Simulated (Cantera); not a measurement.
Feed: 1 mol NiS, 1700 mol H₂, 35 mol N₂, equilibrated at 1475 K and 0.180 Torr.

Cantera equilibrium calculation (NASA polynomials, part measured and part estimated; ideal gas, pure solids and liquids). Candidate condensed phases: Ni, NiS, NiS₂, Ni₃S₂, Ni₃S₄, S; 17 gas species. Equilibrium is a limit: real reactors are often held back by kinetics, nucleation or transport.

Base state: H₂ 0.978, N₂ 0.0202, H 0.000828, H₂S 0.000391, Ni 0.000121, SH 9.09e-5, S₂ 3.94e-5, S 1.23e-5 (mole fractions); condensed: Ni(s).

What changes in the equilibrium state with this change: pressure from 0.180 Torr to 750 Torr?


```csv
species,before,after
H₂,0.978,0.979
N₂,0.0202,0.0202
H₂S,0.000391,0.000574
H,0.000828,1.28e-5
Ni,0.000121,2.90e-8
S,1.23e-5,4.32e-9
S₂,3.94e-5,2.04e-8
"Ni(s), mol",0.785,1.000
```

What changes in the equilibrium state with this change: NiS replaced by PbO?


```csv
species,before,after
H₂,0.978,0.978
N₂,0.0202,0.0202
H,0.000828,0.000828
Pb,0,0.000576
H₂O,0,0.000576
Ni,0.000121,0
H₂S,0.000391,0
SH,9.09e-5,0
S₂,3.94e-5,0
S,1.23e-5,0
"Ni(s), mol",0.785,0
```
Further candidate phases: H₂O, Pb, PbO, PbO₂, Pb₃O₄.

What changes in the equilibrium state with this change: temperature from 1475 K to 2223.15 K?


```csv
species,before,after
H₂,0.978,0.649
H,0.000828,0.333
N₂,0.0202,0.0168
Ni,0.000121,0.000480
H₂S,0.000391,1.92e-6
S₂,3.94e-5,3.11e-7
S,1.23e-5,0.000427
SH,9.09e-5,5.02e-5
"Ni(s), mol",0.785,0
```
